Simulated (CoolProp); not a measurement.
Aqueous magnesium chloride as a coolant, 19 % by mass, freezing at -25.9 °C, 1 atm.

Model: Melinder's fits for secondary coolants, in CoolProp.

```tsv
T (°C)	Prandtl number	density (kg/m³)	conductivity (W/(m K))	viscosity (mPa s)
-24.5	70.1	1177	___	11.0
-19.7	57.3	1177	0.485	9.11
-14.8	46.9	1176	___	7.56
-10	38.9	1175	0.500	6.34
-5.1	32.3	1174	___	5.33
-0.2	27.1	1172	0.517	4.51
4.6	22.8	1171	0.525	3.85
9.5	19.3	1169	0.533	3.29
14.4	16.4	1167	0.541	2.83
19.2	14.0	1166	0.550	2.44
24.1	12.0	1164	0.558	2.12
29	10.3	1161	0.566	1.84
33.8	8.91	___	0.574	1.60
```

Complete the blanks.


- -24.5, conductivity (W/(m K)): 0.478
- -14.8, conductivity (W/(m K)): 0.493
- -5.1, conductivity (W/(m K)): 0.508
- 33.8, density (kg/m³): 1159
